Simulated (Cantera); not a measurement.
A Cantera script and what it prints.

```python
import numpy as np
import cantera as ct

gas_names = """
    Electron H H+ H- HO2 H2 H2+ H2- H2O H2O+ H2O2 H3O+ O O+ O- OH OH+ OH- O2 O2+ O2- O3
""".split()
cond_names = """
    H2O(s) H2O(L)
""".split()


# ... load() reads the species with a 1 bar reference pressure and builds the phases ...
atoms = {
    'H2O': {'H': 2, 'O': 1},
    'O2': {'O': 2},
    'H2': {'H': 2},
}
top_T = {}  # K; cautious upper limits of use, not melting points


# ... equilibrate(T, P, feed) seeds the gas with the atoms and calls Mixture.equilibrate('TP', solver="vcs", rtol=1e-11, max_steps=5000) ...
results = []
feed = {'H2O': 1, 'O2': 1.4, 'H2': 5.7}  # mol
P = 1000  # Pa
for T in [2000, 2250, 2500, 2750, 3000, 3250, 3500, 3750, 4000, 4250, 4500, 4750, 5000]:
    mix = equilibrate(T, P, feed)
    results.append((T, P, feed, dict(zip(mix.species_names, mix.species_moles))))

top = {s: max(r[3][s] / sum(r[3][g] for g in gas_names) for r in results) for s in gas_names}
cols = sorted((s for s in top if top[s] > 1e-06), key=lambda s: -top[s])[:8]
seen = [c for c in cond_names if any(r[3].get(c, 0) > 1e-12 for r in results)]
print("log10 of partial pressures in bar; condensed amounts in mol")
print(f"{'T/K':>10s}" + "".join(f"{s[:9]:>10s}" for s in cols + seen))
for T, P, feed, n in results:
    ng = sum(n[g] for g in gas_names)
    print(f"{T:10.4g}" + "".join(f"{np.log10(max(n[s] / ng * P / 1e5, 1e-99)):10.3f}" for s in cols)
          + "".join(f"{n.get(c, 0):10.4g}" for c in seen))
```

It prints:

```
log10 of partial pressures in bar; condensed amounts in mol
       T/K         H       H2O        H2         O        OH        O2  Electron        H+
      2000    -3.974    -2.250    -2.371    -6.593    -4.854    -6.838   -13.331   -23.136
      2250    -3.327    -2.268    -2.395    -5.116    -4.023    -5.367   -12.077   -19.807
      2500    -2.826    -2.353    -2.453    -3.964    -3.410    -4.251   -11.112   -17.112
      2750    -2.450    -2.666    -2.570    -3.195    -3.117    -3.686   -10.454   -14.798
      3000    -2.229    -3.380    -2.854    -2.820    -3.233    -3.748   -10.152   -12.707
      3250    -2.145    -4.388    -3.303    -2.699    -3.632    -4.193    -9.959   -10.972
      3500    -2.120    -5.422    -3.783    -2.668    -4.096    -4.722    -9.480    -9.840
      3750    -2.113    -6.365    -4.227    -2.660    -4.531    -5.217    -8.881    -9.051
      4000    -2.110    -7.204    -4.625    -2.657    -4.922    -5.660    -8.300    -8.417
      4250    -2.109    -7.949    -4.979    -2.656    -5.270    -6.054    -7.770    -7.873
      4500    -2.109    -8.612    -5.295    -2.656    -5.581    -6.405    -7.293    -7.391
      4750    -2.109    -9.207    -5.578    -2.656    -5.859    -6.719    -6.864    -6.960
      5000    -2.109    -9.743    -5.834    -2.656    -6.111    -7.002    -6.475    -6.571
```

Equilibrium computed with Cantera from the NASA thermochemical tables; the gas is ideal and each condensed phase is pure.
